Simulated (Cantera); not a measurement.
What does this Cantera script print?

```python
import numpy as np
import cantera as ct

gas_names = [...]  # 52 gases of nasa_gas.yaml made of Cl, F, H, O, Si
cond_names = """
    H2O(s) H2O(L) Si(cr) Si(L) SiO2(Lqz) SiO2(hqz) SiO2(L)
""".split()


# ... load() reads the species with a 1 bar reference pressure and builds the phases ...
atoms = {
    'SiO2': {'Si': 1, 'O': 2},
    'HCl': {'H': 1, 'CL': 1},
    'F2': {'F': 2},
}
top_T = {}  # K; cautious upper limits of use, not melting points


# ... equilibrate(T, P, feed) seeds the gas with the atoms and calls Mixture.equilibrate('TP', solver="vcs", rtol=1e-11, max_steps=5000) ...
results = []
feed = {'SiO2': 1, 'HCl': 2.9, 'F2': 0.97}  # mol
T = 948.15  # K
for P in [1, 6.8, 46, 320, 2200, 15000, 100000]:
    mix = equilibrate(T, P, feed)
    results.append((T, P, feed, dict(zip(mix.species_names, mix.species_moles))))
    x = sorted(zip(gas.X, gas.species_names), reverse=True)
    print(f"T = {T:g} K  P = {P:g} Pa  gas = {mix.phase_moles(0):.4g} mol")
    print("   x: " + "  ".join(f"{s} {v:.3e}" for v, s in x if v > 0.0001))
    print("   condensed (mol): " + ("  ".join(f"{mix.phase(i).name} {mix.phase_moles(i):.4g}"
          for i in range(1, mix.n_phases) if mix.phase_moles(i) > 1e-12) or "none"))
```

It prints:

```
T = 948.15 K  P = 1 Pa  gas = 3.899 mol
   x: HCL 5.431e-01  HF 1.978e-01  CL2 9.206e-02  SiF4 7.492e-02  O2 7.423e-02  CL 1.646e-02  H2O 1.378e-03
   condensed (mol): SiO2(hqz) 0.7078
T = 948.15 K  P = 6.8 Pa  gas = 3.876 mol
   x: HCL 5.466e-01  HF 1.947e-01  CL2 9.755e-02  SiF4 7.646e-02  O2 7.473e-02  CL 6.499e-03  H2O 3.446e-03
   condensed (mol): SiO2(hqz) 0.7037
T = 948.15 K  P = 46 Pa  gas = 3.859 mol
   x: HCL 5.446e-01  HF 1.901e-01  CL2 1.022e-01  SiF4 7.817e-02  O2 7.395e-02  H2O 8.447e-03  CL 2.557e-03
   condensed (mol): SiO2(hqz) 0.6984
T = 948.15 K  P = 320 Pa  gas = 3.834 mol
   x: HCL 5.360e-01  HF 1.808e-01  CL2 1.097e-01  SiF4 8.130e-02  O2 7.141e-02  H2O 1.977e-02  CL 1.004e-03
   condensed (mol): SiO2(hqz) 0.6883
T = 948.15 K  P = 2200 Pa  gas = 3.792 mol
   x: HCL 5.177e-01  HF 1.642e-01  CL2 1.233e-01  SiF4 8.683e-02  O2 6.614e-02  H2O 4.138e-02  CL 4.062e-04
   condensed (mol): SiO2(hqz) 0.6707
T = 948.15 K  P = 15000 Pa  gas = 3.73 mol
   x: HCL 4.866e-01  CL2 1.454e-01  HF 1.402e-01  SiF4 9.497e-02  H2O 7.535e-02  O2 5.729e-02  CL 1.689e-04
   condensed (mol): SiO2(hqz) 0.6458
T = 948.15 K  P = 100000 Pa  gas = 3.653 mol
   x: HCL 4.434e-01  CL2 1.752e-01  H2O 1.190e-01  HF 1.124e-01  SiF4 1.047e-01  O2 4.515e-02
   condensed (mol): SiO2(hqz) 0.6176
```

Equilibrium computed with Cantera from the NASA thermochemical tables; the gas is ideal and each condensed phase is pure.
